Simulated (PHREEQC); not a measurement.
Dissolve 21 mmol/kgw NH4Cl and 13 mmol/kgw NaF at 90 °C. Closed to the air; pH follows from the charge balance.

Equilibrium calculation in PHREEQC: ion-association model, wateq4f.dat.

No solid was allowed to form.

Problem. Predict the pH.

Solution. pH 5.59.

Problem. In which forms is F present?

Solution. F- 98 %, HF 1.1 % of the F.

Away from 25 °C the constants follow the database's enthalpies or fits; those with neither stay at their 25 °C values.
